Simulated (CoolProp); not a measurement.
c-C4F8 (RC318) at several states: fugacity coefficient from the reference equation and from simpler models built on Tc = 388.4 K, pc = 2778 kPa, ω = 0.355; each cubic takes its own stable root.

Model: reference Helmholtz-energy equation of state, Platzer 1990, in CoolProp. This equation is an older, rougher fit; its heat capacities, sound speeds and derivatives of the liquid may be far off and weren't checked against measurements.

```tsv
T (K)	p (kPa)	phase	reference
336.4	133	gas	0.9744
324.9	1060	liquid	0.5569
300.7	13.8	gas	0.9962
```

**Question.** How far does each simpler model (van der Waals, Redlich-Kwong, Peng-Robinson) lie from the reference over these 3 states: mean and median of the absolute difference, and the worst?

**Answer.** 
- van der Waals: mean 16.4 %, median 0.6 %, worst +48.4 % at 324.9 K and 1060 kPa
- Redlich-Kwong: mean 9.8 %, median 0.1 %, worst +29.3 % at 324.9 K and 1060 kPa
- Peng-Robinson: mean 0.7 %, median 0.3 %, worst -1.7 % at 324.9 K and 1060 kPa

At some of these states van der Waals gives the other phase, because its saturation line lies elsewhere.
